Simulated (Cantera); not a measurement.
A closed system holds: 1 mol SiC, 0.0075 mol Si, 0.15 mol H2, equilibrated at 2675 K and 1.00 bar.

Cantera equilibrium calculation (NASA polynomials, part measured and part estimated; ideal gas, pure solids and liquids). Candidate condensed phases: C, C6H6, C7H8, C8H18, Si, SiC; 87 gas species. Mutual solubility and eutectic melting of coexisting phases are not modelled. Gases not in the tables: Si2H6 and higher silanes. Equilibrium is a limit: real reactors are often held back by kinetics, nucleation or transport.

**Question.** What is the equilibrium state?

**Answer.** 
```
Quantity                                      Value
--------------------------------------  -----------
x(H2)                                         0.922
x(H)                                         0.0496
x(Si)                                        0.0161
x(Si2C)                                     0.00350
x(SiH)                                      0.00319
x(C2H2 (acetylene))                         0.00246
x(SiH2)                                     0.00170
x(SiC2)                                    0.000826
x(Si2)                                     0.000547
n(Si(l))                                0.00435 mol
n(SiC(s))                                 0.998 mol
gas amount                               0.1575 mol
log10 activity of C(graphite) (absent)        -0.45
```
